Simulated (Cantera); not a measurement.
Charge: 1 mol CHF3, a varied amount of CH4, at 1900 °C and 10.0 Torr.

Method: chemical equilibrium by Gibbs-energy minimisation in Cantera with the NASA 1993 tables (ideal gas, pure condensed phases). Candidate condensed phases: C, C6H6, C7H8, C8H18; 95 gas species. Rates play no part.

### Question
At 1.3 mol CH4, list the 5 most abundant gas species with their mole fractions, and the condensed phases.

### Answer
HF 0.644, H2 0.331, H 0.0240, C2H2 (acetylene) 0.000730, F 3.67e-5. Condensed: C(graphite).
